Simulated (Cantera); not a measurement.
Input (Python, Cantera) and output of one run.

```python
import numpy as np
import cantera as ct

gas_names = [...]  # 76 gases of nasa_gas.yaml made of C, H
cond_names = """
    C(gr) C6H6(L) C7H8(L) C8H18(L),n-octa
""".split()


# ... load() reads the species with a 1 bar reference pressure and builds the phases ...
atoms = {
    'n-butane': {'C': 4, 'H': 10},
    'H2': {'H': 2},
}
top_T = {'C(gr)': 4500}  # K; cautious upper limits of use, not melting points


# ... equilibrate(T, P, feed) seeds the gas with the atoms and calls Mixture.equilibrate('TP', solver="vcs", rtol=1e-11, max_steps=5000) ...
results = []
feed = {'n-butane': 1, 'H2': 15}  # mol
T = 1825  # K
for P in [10, 46, 220, 1000, 4600, 22000, 100000, 460000, 2200000, 10000000]:
    mix = equilibrate(T, P, feed)
    results.append((T, P, feed, dict(zip(mix.species_names, mix.species_moles))))
    x = sorted(zip(gas.X, gas.species_names), reverse=True)
    print(f"T = {T:g} K  P = {P:g} Pa  gas = {mix.phase_moles(0):.4g} mol")
    print("   x: " + "  ".join(f"{s} {v:.3e}" for v, s in x if v > 1e-06))
    print("   condensed (mol): " + ("  ".join(f"{mix.phase(i).name} {mix.phase_moles(i):.4g}"
          for i in range(1, mix.n_phases) if mix.phase_moles(i) > 1e-12) or "none"))
```

Output:

```
T = 1825 K  P = 10 Pa  gas = 20.44 mol
   x: H2 9.567e-01  H 4.308e-02  C2H2,acetylene 2.055e-04
   condensed (mol): C(gr) 3.992
T = 1825 K  P = 46 Pa  gas = 20.21 mol
   x: H2 9.795e-01  H 2.032e-02  C2H2,acetylene 2.104e-04
   condensed (mol): C(gr) 3.991
T = 1825 K  P = 220 Pa  gas = 20.09 mol
   x: H2 9.904e-01  H 9.344e-03  C2H2,acetylene 2.127e-04  CH4 1.530e-06
   condensed (mol): C(gr) 3.991
T = 1825 K  P = 1000 Pa  gas = 20.04 mol
   x: H2 9.954e-01  H 4.394e-03  C2H2,acetylene 2.138e-04  CH4 7.024e-06
   condensed (mol): C(gr) 3.991
T = 1825 K  P = 4600 Pa  gas = 20.02 mol
   x: H2 9.977e-01  H 2.051e-03  C2H2,acetylene 2.143e-04  CH4 3.246e-05  CH3 1.347e-06
   condensed (mol): C(gr) 3.991
T = 1825 K  P = 22000 Pa  gas = 20.01 mol
   x: H2 9.987e-01  H 9.383e-04  C2H2,acetylene 2.145e-04  CH4 1.555e-04  CH3 2.950e-06
   condensed (mol): C(gr) 3.988
T = 1825 K  P = 100000 Pa  gas = 19.99 mol
   x: H2 9.986e-01  CH4 7.070e-04  H 4.401e-04  C2H2,acetylene 2.145e-04  CH3 6.290e-06  C2H4 4.224e-06
   condensed (mol): C(gr) 3.977
T = 1825 K  P = 460000 Pa  gas = 19.94 mol
   x: H2 9.963e-01  CH4 3.237e-03  C2H2,acetylene 2.140e-04  H 2.050e-04  C2H4 1.934e-05  CH3 1.344e-05
   condensed (mol): C(gr) 3.926
T = 1825 K  P = 2.2e+06 Pa  gas = 19.7 mol
   x: H2 9.845e-01  CH4 1.511e-02  C2H2,acetylene 2.114e-04  H 9.316e-05  C2H4 9.031e-05  CH3 2.888e-05  C2H6 2.243e-06
   condensed (mol): C(gr) 3.69
T = 1825 K  P = 1e+07 Pa  gas = 18.82 mol
   x: H2 9.370e-01  CH4 6.224e-02  C2H4 3.719e-04  C2H2,acetylene 2.012e-04  CH3 5.717e-05  H 4.263e-05  C2H6 3.997e-05  C3H6,propylene 2.483e-06  C3H4,propyne 1.720e-06
   condensed (mol): C(gr) 2.804
```

These are equilibrium values from Cantera (NASA tables, ideal gas, pure condensed phases), not measurements of a reactor. The ideal-gas law is rough above about 30 bar.
